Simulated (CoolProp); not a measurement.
A single-stage vapour-compression cycle with propane: evaporating at 195.15 K (dew point), condensing at 232.15 K (bubble point), superheat 2 K, subcooling 0 K, compressor efficiency 0.9, no pressure losses. Each further row changes one setting.

The numbers come from the reference Helmholtz-energy equation of state, Lemmon 2009 in CoolProp.

```csv
case,cooling COP,pressure ratio,discharge temperature (K),refrigerating effect (kJ/kg),volumetric capacity (kJ/m³)
as stated,4.14,7.15,265.8,383,154
evaporating temperature 200.15 K,5.01,5.22,260.1,389,210
condensing temperature 227.15 K,4.88,5.72,257.6,394,159
subcooling 5 K,4.26,7.15,265.8,394,159
superheat 12 K,4.08,7.15,276.8,395,152
compressor efficiency 0.8,3.68,7.15,273.1,383,154
```
